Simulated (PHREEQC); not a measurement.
Consider water at 25 °C with 0.023 mol/kgw NH3, 4.1e-05 mol/kgw (NH4)2SiF6 and 0.0037 mol/kgw CO2. Closed to the air; pH follows from the charge balance.

Computed with PHREEQC (ion-association model, phreeqc.dat).

**Question.** The ionic strength comes out as 0.00617 mol/kgw. What activity coefficients do HCO3-, CO3-2, OH-, F-, H3SiO4- get?

**Answer.** HCO3- 0.92, CO3-2 0.72, OH- 0.92, F- 0.92, H3SiO4- 0.92.

Precipitation was switched off in this run. SiF6-2 is the database's only silicon fluoride.
